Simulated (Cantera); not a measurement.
Zr + H2O (tantalum, niobium, vanadium and zirconium in process gases)

Input: 1 mol Zr, 0.87 mol H2O, at 1452 °C and 0.650 Pa.

Method: chemical equilibrium by Gibbs-energy minimisation in Cantera with the NASA 1993 tables (ideal gas, pure condensed phases). Candidate condensed phases: H2O, Zr, ZrO2; 12 gas species. Mutual solubility and eutectic melting of coexisting phases are not modelled. Condensed phases not in the tables: N, O or C dissolved in the metal. Rates play no part.

```
Quantity                 Result
-------------------  ----------
x(H2)                     0.930
x(H)                     0.0702
x(ZrO)                  2.19e-5
x(Zr)                   1.17e-6
n(Zr(β))              0.565 mol
n(ZrO2(tetragonal))   0.435 mol
gas amount           0.9017 mol
```
